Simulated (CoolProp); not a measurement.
Vapour-liquid equilibrium of propylene (1) + n-heptane (2) at 60 kPa; x and y are mole fractions of (1).

The numbers come from the multi-fluid Helmholtz-energy mixture model, Lemmon 2013 and Span 2003; pair parameters Bell 2016 in CoolProp.

| x | bubble temperature (K) | y at the bubble point | dew temperature at overall composition x (K) | liquid density (mol/L) |
|---|---|---|---|---|
| 0.05 | 299.8 | 0.892 | 353.1 | 6.948 |
| 0.15 | 256.6 | 0.993 | 349.7 | 7.745 |
| 0.25 | 240.0 | 0.998 | 346.1 | 8.377 |
| 0.35 | 231.2 | 0.999 | 342.0 | 8.999 |
| 0.45 | 226.0 | 1.000 | 337.5 | 9.652 |
| 0.55 | 222.7 | 1.000 | 332.2 | 10.36 |
| 0.65 | 220.6 | 1.000 | 325.9 | 11.14 |
| 0.75 | 218.9 | 1.000 | 317.9 | 12.01 |
| 0.85 | 217.3 | 1.000 | 306.6 | 13.01 |
| 0.95 | 215.6 | 1.000 | 285.4 | 14.17 |

No azeotrope shows between x = 0.05 and 0.95.

Pair parameters are fitted to limited data, so mixtures are less certain than the pure fluids. The gap from Raoult's law changes sign with composition, which may be real or a fault of the pair parameters; it wasn't checked against measurements.
